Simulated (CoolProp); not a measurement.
A closed Brayton cycle with carbon dioxide: compressor inlet 331.15 K and 7.9 MPa, high pressure 17 MPa, turbine inlet 685 K, compressor efficiency 0.8, turbine efficiency 0.85, recuperator effectiveness 0.9 (on enthalpy, no pinch check). Each further row changes one setting.

Values from CoolProp's reference Helmholtz-energy equation of state, Span 1996.

```
case                           thermal efficiency (%)  net work (kJ/kg)  compressor to turbine work  compressor exit (K)  turbine exit (K)
-----------------------------  ----------------------  ----------------  --------------------------  -------------------  ----------------
as stated                                        21.5              33.7                        0.57                400.4             606.4
turbine inlet 635 K                                 …              26.8                        0.62                400.4             559.3
compressor inlet 341.15 K                        19.7                 …                        0.62                    …             606.4
high pressure 14.4 MPa                           20.9                 …                        0.54                384.9             623.2
recuperator effectiveness 0.5                    13.4              33.7                        0.57                400.4             606.4
```

Q: Some entries are withheld; supply them.

A: 
- turbine inlet 635 K, thermal efficiency (%): 18.5
- compressor inlet 341.15 K, net work (kJ/kg): 29.3
- compressor inlet 341.15 K, compressor exit (K): 413.9
- high pressure 14.4 MPa, net work (kJ/kg): 28.4
